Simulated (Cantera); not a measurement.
Input (Python, Cantera):

```python
import numpy as np
import cantera as ct

gas = ct.Solution("gri30.yaml")
gas.TPX = 2450, 1700, {'CH4': 0.25, 'H2': 1, 'N2': 0.015}
reactor = ct.IdealGasConstPressureReactor(gas, energy="off", clone=False)
net = ct.ReactorNet([reactor])
net.rtol, net.atol = 1e-08, 1e-18
show = ['CH4', 'H2', 'CH3', 'HCN', 'C2H4', 'C2H2', 'CH2']
times = np.geomspace(1e-06, 7, 9)

steps = ct.SolutionArray(gas, extra=["t"])
rows = []
print(f"{'t/s':>10s}{'T/K':>9s}{'P/Pa':>11s}" + "".join(f"{s:>11s}" for s in show))
for t in times:
    while net.time < t:
        t_next = net.step()
        steps.append(gas.state, t=t_next)
    rows.append([np.interp(t, steps.t, y) for y in (steps.T, steps.P, *steps(*show).X.T)])
    print(f"{t:10.3e}{rows[-1][0]:9.1f}{rows[-1][1]:11.4g}" + "".join(f"{x:11.3e}" for x in rows[-1][2:]))
rate = np.gradient(steps.T, steps.t)
print("integrator steps:", len(steps.t))
if steps.T.max() > steps.T[0] + 200:
    print(f"time of steepest temperature rise: {steps.t[rate.argmax()]:.4e} s")
gas.TPX = 2450, 1700, {'CH4': 0.25, 'H2': 1, 'N2': 0.015}
gas.equilibrate("TP")
print(f"equilibrium (TP): T = {gas.T:.1f} K  " + "  ".join(f"{s} {gas[s].X[0]:.3e}" for s in show))
```

Output:

```
       t/s      T/K       P/Pa        CH4         H2        CH3        HCN       C2H4       C2H2        CH2
 1.000e-06   2450.0       1700  1.975e-01  7.904e-01  1.476e-04  7.648e-15  1.847e-10  3.655e-13  2.320e-09
 7.172e-06   2450.0       1700  1.961e-01  7.902e-01  1.355e-03  7.372e-13  1.041e-07  1.178e-09  3.120e-07
 5.144e-05   2450.0       1700  1.856e-01  7.894e-01  1.024e-02  2.284e-10  1.204e-04  1.390e-05  2.934e-05
 3.689e-04   2450.0       1700  1.014e-01  8.134e-01  3.378e-02  2.067e-07  3.781e-03  1.943e-02  3.318e-04
 2.646e-03   2450.0       1700  7.822e-03  8.750e-01  4.319e-03  3.110e-06  8.840e-05  7.580e-02  1.493e-04
 1.898e-02   2450.0       1700  1.278e-04  8.575e-01  1.417e-04  1.026e-05  4.045e-06  7.988e-02  1.359e-05
 1.361e-01   2450.0       1700  8.256e-06  7.988e-01  2.133e-05  3.050e-05  1.194e-06  7.703e-02  4.852e-06
 9.760e-01   2450.0       1700  5.372e-06  7.771e-01  1.710e-05  2.533e-04  8.684e-07  7.581e-02  4.798e-06
 7.000e+00   2450.0       1700  5.414e-06  7.771e-01  1.723e-05  1.412e-03  8.619e-07  7.524e-02  4.835e-06
integrator steps: 1671
equilibrium (TP): T = 2450.0 K  CH4 5.355e-06  H2 7.771e-01  CH3 1.704e-05  HCN 1.212e-02  C2H4 8.010e-07  C2H2 6.990e-02  CH2 4.781e-06
```

Computed with Cantera and GRI-Mech 3.0 (53 species, 325 reactions). GRI-Mech 3.0 stops at C3 and has no aromatics, soot or wall deposition, so with more carbon than oxygen in the feed, carbon stays in small species such as C2H2 where larger ones or solid carbon would form. Radical loss at walls, strong at low pressure, is not modelled.
